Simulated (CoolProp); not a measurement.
Saturated liquid density (kg/m³) of CF4 (R14): the reference equation beside estimates from Tc = 227.4 K, pc = 3.762 MPa, ω = 0.178. Rackett uses Z = 0.29056 − 0.08775 ω.

Computed with CoolProp (reference Helmholtz-energy equation of state, Platzer 1990). This equation is an older, rougher fit; its heat capacities, sound speeds and derivatives of the liquid may be far off and weren't checked against measurements.

```csv
T (K),reference,Rackett,van der Waals,Redlich-Kwong,Soave-Redlich-Kwong,Peng-Robinson
163,1503,1568,984.7,1423,1461,1656
167.3,1478,1540,967.4,1392,1432,1623
171.6,1451,1512,949.3,1359,1400,1588
175.9,1424,1483,930.5,1326,1367,1551
180.2,1395,1452,910.7,1290,1332,1511
184.6,1365,1420,889.5,1252,1294,1468
188.9,1334,1386,867.6,1212,1254,1423
193.2,1300,1351,844.4,1171,1212,1375
197.5,1265,1313,819.7,1126,1166,1323
201.8,1227,1273,793.0,1078,1117,1265
206.2,1184,1227,763.2,1025,1062,1201
210.5,1137,1178,730.9,967.7,1002,1131
214.8,1082,1121,694.2,903.2,933.1,1050
219.1,1015,1052,650.6,827.6,852.3,954.8
```

Absolute difference from the reference over all 14 rows, mean and median: Rackett 3.9 and 3.9 %, van der Waals 35.1 and 35.0 %, Redlich-Kwong 10.4 and 9.5 %, Soave-Redlich-Kwong 7.5 and 6.4 %, Peng-Robinson 6.1 and 6.3 %.
